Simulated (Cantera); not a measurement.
An adiabatic, constant-pressure homogeneous reactor starts with CH4 : O2 : N2 : CO2 = 1 : 1.18 : 4.42 : 0.62 (molar parts), equivalence ratio 1.7, at 1300 K and 4.93 atm.

Model: GRI-Mech 3.0 (53 species, 325 reactions), integrated in Cantera.

Question: Predict: time of steepest temperature rise; temperature at 3.00 s; equilibrium temperature; x(O2) at 3.00 s; x(CO2) at 3.00 s; x(N2O) at 3.00 s; x(H2) at 3.00 s; x(NO2) at 3.00 s.

Answer: 
```
Item                                                                 Value
---------------------------------  ---------------------------------------
time of steepest temperature rise                                  4.49 ms
temperature at 3.00 s                                               2405 K
equilibrium temperature                                             2405 K
x(O2) at 3.00 s                    2.08e-5 (gas-phase equilibrium 2.08e-5)
x(CO2) at 3.00 s                     0.0637 (gas-phase equilibrium 0.0637)
x(N2O) at 3.00 s                   1.67e-8 (gas-phase equilibrium 1.67e-8)
x(H2) at 3.00 s                      0.0660 (gas-phase equilibrium 0.0660)
x(NO2) at 3.00 s                   3.52e-9 (gas-phase equilibrium 3.52e-9)
```
